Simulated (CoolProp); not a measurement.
A single-stage vapour-compression cycle with the fluid: evaporating at 261.15 K (dew point), condensing at 320.15 K (bubble point), superheat 5 K, subcooling 8 K, compressor efficiency 0.75, no pressure losses. The same conditions are run with several fluids, on thermodynamics alone (safety and materials aside).

The numbers come from the reference Helmholtz-energy equation of state of each fluid (R152A: Outcalt 1996; R507A: Lemmon 2003; R22: Kamei 1995; R1336mzz(E): Akasaka 2023; isobutene: Lemmon 2005) in CoolProp. Blends and air are pseudo-pure fits.

| fluid | cooling COP | pressure ratio | discharge temperature (K) | refrigerating effect (kJ/kg) | volumetric capacity (kJ/m³) |
|---|---|---|---|---|---|
| R152A | 2.72 | 6.51 | 360.5 | 234 | 1240 |
| R507A | 2.32 | 5.26 | 339.6 | 103 | 2170 |
| R22 | 2.62 | 5.49 | 369.8 | 156 | 2170 |
| R1336mzz(E) | 2.57 | 9.39 | 323.7 | 104 | 333 |
| isobutene | 2.75 | 6.81 | 339.2 | 285 | 622 |
